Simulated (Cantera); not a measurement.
A closed system holds: 1 mol Al(CH₃)₃, 17 mol N₂, 86 mol H₂, held at 1200 K and 3.60 mbar.

These are equilibrium values from Cantera (NASA tables, ideal gas, pure condensed phases), not measurements of a reactor. Candidate condensed phases: Al, AlN, C, C₆H₆, C₇H₈, C₈H₁₈; 97 gas species. The feed counts by its element totals alone. Equilibrium is a limit: real reactors are often held back by kinetics, nucleation or transport.

**Question.** What is the equilibrium state?

**Answer.** 
```json
{
  "x(H₂)": "0.846",
  "x(N₂)": "0.154",
  "x(CH₄)": "4.07e-5",
  "x(HCN)": "2.69e-5",
  "x(H)": "3.02e-6",
  "n(AlN(s))": "1.00 mol",
  "n(C(graphite))": "2.99 mol",
  "gas_amount": "107.0 mol",
  "log10 activity of Al(l) (absent)": "-6.57"
}
```
